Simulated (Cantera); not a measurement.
Input: 1 mol NH₃, 0.0082 mol SO₂, 1.4 mol H₂, equilibrated at 1323 K and 7.50 Torr.

These are equilibrium values from Cantera (NASA tables, ideal gas, pure condensed phases), not measurements of a reactor. Candidate condensed phases: H₂O, H₂SO₄, S; 35 gas species. The numbers say what is thermodynamically allowed, not how fast it happens.

**Question.** What is the equilibrium state?

**Answer.** 
```
Property                             Value
-------------------------------  ---------
x(H₂)                                0.846
x(N₂)                                0.147
x(H₂O)                             0.00482
x(H₂S)                             0.00237
x(SH)                              1.96e-5
x(H)                               1.46e-5
x(S₂)                              8.55e-6
gas amount                       3.400 mol
log10 activity of S(l) (absent)      -4.53
```
